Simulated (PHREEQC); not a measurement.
Synthetic water in mg/L, 55 °C, pH 5.92, pe -1.1: Na 0.13; K 0.000257; Ca 1.81; Mg 0.179; Cl 2.2; S(6) as SO4 1.03; Alkalinity as HCO3 1.4; B 0.0318; Ba 0.00205; Fe(2) 0.00293.

Valence states are taken as typed.

Computed with PHREEQC (ion-association model, wateq4f.dat).

This is a speciation only: nothing precipitates in the calculation.

Predict the charge-balance error.

charge-balance error 2.0 %.

In which forms is S present?

SO4-2 99 %, CaSO4 1.0 % of the S.

Complexes and solids missing from the database can't appear. Constants without temperature data keep their 25 °C values here.
